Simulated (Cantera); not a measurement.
Feed: 1 mol CS2, 6.3 mol H2, at 24.0 mbar.

Equilibrium computed with Cantera from the NASA thermochemical tables; the gas is ideal and each condensed phase is pure. Candidate condensed phases: C, C6H6, C7H8, C8H18, S; 83 gas species. The numbers say what is thermodynamically allowed, not how fast it happens. All values below are at 3150 K.

Base state: H 0.663, H2 0.176, CS 0.0803, S 0.0749, SH 0.00452, S2 0.000911, C 0.000351, CS2 0.000124 (mole fractions); condensed: gas only.

Question: What changes in the equilibrium state with this change: H2 from 6.3 to 1.5 mol?

Answer: 
```json
[
 {"species": "H", "before": "0.663", "after": "0.475"},
 {"species": "CS", "before": "0.0803", "after": "0.220"},
 {"species": "S", "before": "0.0749", "after": "0.199"},
 {"species": "H2", "before": "0.176", "after": "0.0901"},
 {"species": "CS2", "before": "0.000124", "after": "0.000905"},
 {"species": "S2", "before": "0.000911", "after": "0.00645"},
 {"species": "SH", "before": "0.00452", "after": "0.00860"},
 {"species": "C2H2 (acetylene)", "before": "3.02e-5", "after": "1.64e-5"},
 {"species": "H2S", "before": "6.68e-5", "after": "9.10e-5"}
]
```
